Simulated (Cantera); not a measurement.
Charge: 1 mol C2F6, 0.017 mol HCl, 2.1 mol H2, held at 0.0203 Torr.

Method: chemical equilibrium by Gibbs-energy minimisation in Cantera with the NASA 1993 tables (ideal gas, pure condensed phases). Candidate condensed phases: C, C6H6, C7H8, C8H18; 118 gas species. The feed counts by its element totals alone. Rates play no part. All values below are at 2048 K.

Base state: HF 0.708, F 0.276, CF2 0.0109, Cl 0.00285, CF 0.00162, H 0.000237, CF4 1.18e-5, CF3 1.11e-5 (mole fractions); condensed: C(graphite).

Task: What changes in the equilibrium state with this change: pressure from 0.0203 Torr to 488 Torr?

Result: 
| species | before | after |
|---|---|---|
| HF | 0.708 | 0.897 |
| CF4 | 1.18e-5 | 0.0912 |
| CF2 | 0.0109 | 0.00615 |
| F | 0.276 | 0.00134 |
| CClF3 | <1e-9 | 4.26e-5 |
| CHF3 | 1.43e-9 | 2.47e-5 |
| HCl | 4.91e-6 | 0.00110 |
| C(graphite), mol | 1.93 | 1.54 |
Gases not in the tables: C2F6 and larger saturated fluorocarbons.
